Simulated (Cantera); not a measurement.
A perfectly stirred reactor is fed with 2.75 % CH4, 0.385 % C2H6, 1.54 % C3H8, 23.1 % O2, 64.6 % N2, 7.69 % CO2, equivalence ratio 0.63, at 13.8 atm; it is adiabatic with a 550 K inlet, and is followed from long to short residence time, starting on the burning branch (τ in s: 0.02, 0.012, 0.0073, 0.0044, 0.0026, 0.0016, 0.00096, 0.00058, 0.00035, 0.00021, 0.00013, 7.7e-05, 4.6e-05).

Model: GRI-Mech 3.0 (53 species, 325 reactions), integrated in Cantera. GRI-Mech 3.0 was tuned for natural gas; its chemistry of propane as a main component is partial and can be far from experiment. The pressure lies above the range GRI-Mech 3.0 was tuned for (to about 10 atm).

x: mole fraction; the columns are a selection and need not sum to one.

```
τ (s)    T (K)     x CH4   x C2H6   x C3H8      x CO       x O     x CH3         x H
-------  -----  --------  -------  -------  --------  --------  --------  ----------
0.020     2038   1.84e-6  4.21e-8  1.60e-7  0.000386   7.79e-5   8.13e-7  (withheld)
0.012     2037   2.94e-6  6.87e-8  2.63e-7  0.000463   8.31e-5   1.31e-6  (withheld)
0.0073    2036   4.57e-6  1.10e-7  4.21e-7  0.000580   9.10e-5   2.05e-6  (withheld)
0.0044    2034   7.02e-6  1.74e-7  6.74e-7  0.000759  0.000103   3.17e-6  (withheld)
0.0026    2031   1.07e-5  2.78e-7  1.08e-6   0.00104  0.000122   4.87e-6  (withheld)
0.0016    2027   1.56e-5  4.22e-7  1.66e-6   0.00141  0.000148   7.09e-6  (withheld)
0.00096   2022   2.28e-5  6.47e-7  2.57e-6   0.00197  0.000185   1.04e-5  (withheld)
0.00058   2014   3.29e-5  9.82e-7  3.92e-6   0.00275  0.000234   1.49e-5  (withheld)
0.00035   2004   4.78e-5  1.49e-6  5.97e-6   0.00385  0.000298   2.12e-5  (withheld)
0.00021   1990   7.05e-5  2.28e-6  9.14e-6   0.00543  0.000379   3.04e-5  (withheld)
0.00013   1971  0.000104  3.46e-6  1.38e-5   0.00753  0.000465   4.31e-5  (withheld)
7.7e-5    1941  0.000168  5.71e-6  2.24e-5    0.0109  0.000558   6.49e-5  (withheld)
4.6e-5    1894  0.000303  1.05e-5  4.01e-5    0.0163  0.000599  0.000105  (withheld)
```

Complete the blanks.


- 0.020, x H: 4.83e-6
- 0.012, x H: 5.52e-6
- 0.0073, x H: 6.61e-6
- 0.0044, x H: 8.41e-6
- 0.0026, x H: 1.15e-5
- 0.0016, x H: 1.60e-5
- 0.00096, x H: 2.34e-5
- 0.00058, x H: 3.48e-5
- 0.00035, x H: 5.23e-5
- 0.00021, x H: 7.88e-5
- 0.00013, x H: 0.000114
- 7.7e-5, x H: 0.000166
- 4.6e-5, x H: 0.000225
